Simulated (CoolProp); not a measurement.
Computed with CoolProp (reference Helmholtz-energy equation of state, Lemmon 2003). It is a pseudo-pure fit of the blend.

For R404A, give the phase and the density (kg/m³), isothermal compressibility (1/MPa), fugacity coefficient at 106.25 °C and 6280 kPa.


- 106.25 °C and 6280 kPa: supercritical; density 446, isothermal compressibility 0.327, fugacity coefficient 0.605
